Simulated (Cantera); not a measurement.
Input (Python, Cantera):

```python
import numpy as np
import cantera as ct

surf = ct.Interface("diamond.yaml", "diamond_100")
gas, bulk = surf.adjacent["gas"], surf.adjacent["diamond"]
k = surf.kinetics_species_index(bulk.species_names[0])
cover = ["c6HH", "c6H*", "c6*H", "c6**", "c6HM", "c6B"]

rows, drift = [], 0.0
print(f"{'xH':>10s}{'um/h':>11s}" + "".join(f"{s:>11s}" for s in cover))
for v in [0.0001, 0.00024, 0.0006, 0.0015, 0.0036, 0.0087, 0.021, 0.052, 0.13]:
    T, P, xH, xCH3 = 1325, 1900, v, 0.0018
    gas.TPX = T, P, {"H": xH, "CH3": xCH3, "CH4": 0.0089, "H2": 1 - xH - xCH3 - 0.0089}
    surf.TP = bulk.TP = T, P
    surf.coverages = "c6H*:0.1, c6HH:0.9"
    surf.advance_coverages(100.0)
    before = surf.coverages
    surf.advance_coverages(100.0)
    drift = max(drift, np.max(np.abs(surf.coverages - before) / (surf.coverages + 1e-9)))
    rate = surf.net_production_rates[k] * bulk.mean_molecular_weight / bulk.density * 3.6e9
    rows.append([rate, *surf[cover].coverages])
    print(f"{v:10.4g}{rate:11.4e}" + "".join(f"{x:11.3e}" for x in rows[-1][1:]))
```

Result:

```
        xH       um/h       c6HH       c6H*       c6*H       c6**       c6HM        c6B
    0.0001 5.4101e-02  6.708e-01  2.861e-02  2.935e-01  3.634e-03  3.527e-04  1.468e-10
   0.00024 2.9144e-01  5.423e-01  3.914e-02  4.015e-01  9.554e-03  4.987e-04  7.908e-10
    0.0006 1.0802e+00  4.494e-01  4.620e-02  4.739e-01  1.940e-02  6.430e-04  2.931e-09
    0.0015 2.5940e+00  4.000e-01  4.960e-02  5.088e-01  3.083e-02  7.910e-04  7.039e-09
    0.0036 4.3756e+00  3.778e-01  5.100e-02  5.230e-01  4.032e-02  9.161e-04  1.187e-08
    0.0087 6.2259e+00  3.677e-01  5.160e-02  5.290e-01  4.663e-02  9.903e-04  1.689e-08
     0.021 8.5837e+00  3.633e-01  5.189e-02  5.314e-01  4.999e-02  9.980e-04  2.329e-08
     0.052 1.2751e+01  3.615e-01  5.213e-02  5.324e-01  5.163e-02  9.282e-04  3.460e-08
      0.13 2.0115e+01  3.608e-01  5.249e-02  5.327e-01  5.242e-02  7.637e-04  5.458e-08
```

Model: the Harris–Goodwin 1993 mechanism for the reconstructed diamond (100) surface, integrated in Cantera.
